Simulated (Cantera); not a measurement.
# Ignition delay

Mixture: 15.2 % CH4, 17.9 % O2, 67.0 % N2, equivalence ratio 1.7, at 6.32 atm, adiabatic and at constant volume. Ignition delay is the time to a rise of 400 K.

Detailed kinetics in Cantera: GRI-Mech 3.0 (53 species, 325 reactions).

```
T0 (K)  delay (ms)
------  ----------
1173          13.7
1248          5.24
1323          2.15
1398         0.927
1473         0.419
1548         0.198
1623        0.0981
1698        0.0512
```

| Quantity | Value |
|---|---|
| apparent activation energy between 1548 and 1698 K | 200 kJ/mol |
